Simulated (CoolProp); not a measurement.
Values from CoolProp's reference Helmholtz-energy equation of state, Aleksandrov 2011. It is a short technical equation, of lower accuracy than the large ones.

Task: Give the vapour pressure (MPa), vapour density (kg/m³), enthalpy of vaporisation (kJ/kg) of saturated n-undecane at 108.75, 143.75 °C.

Result: 
```tsv
T (°C)	p (MPa)	vapour density (kg/m³)	enthalpy of vaporisation (kJ/kg)
108.75	0.00640	0.318	315
143.75	0.0231	1.07	296
```
